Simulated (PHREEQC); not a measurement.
Consider water at 25 °C with 0.0054 mol/kgw H3PO4 and 0.00042 mol/kgw HNO3. Closed to the air; pH follows from the charge balance.

Equilibrium calculation in PHREEQC: ion-association model, phreeqc.dat.

Each row changes one thing in this solution. No solid was allowed to form.

```
case                                     pH  ionic strength (mol/kgw)  H3PO4 (mol/kgw)  HPO4-2 (mol/kgw)
-------------------------------------  ----  ------------------------  ---------------  ----------------
as made                                2.43                   0.00398          0.00184           7.23e-8
HNO3 from 0.00042 to 0.000462 mol/kgw  2.42                   0.00402          0.00185           7.16e-8
6.6e-05 mol/kgw Na2SO4 added           2.43                   0.00416          0.00183           7.30e-8
HNO3 from 0.00042 to 0.00063 mol/kgw   2.41                   0.00415          0.00188           6.89e-8
HNO3 from 0.00042 to 0.00021 mol/kgw   2.44                   0.00382          0.00179           7.61e-8
0.0021 mol/kgw HBr added               2.28                   0.00566          0.00226           4.70e-8
```
